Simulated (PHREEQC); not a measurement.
Dissolve 0.13 mol CuSO4, 0.1 mol HNO3 and 0.00016 mol KCl per kg of water at 25 °C. Closed to the air; pH follows from the charge balance.

Model: ion-association model, phreeqc.dat, run in PHREEQC.

Problem. The ionic strength comes out as 0.354 mol/kgw. What activity coefficients do Cl-, Cu+2, KSO4-, SO4-2, NO3- get?

Solution. Cl- 0.67, Cu+2 0.28, KSO4- 0.71, SO4-2 0.24, NO3- 0.64.

No solid was allowed to form.
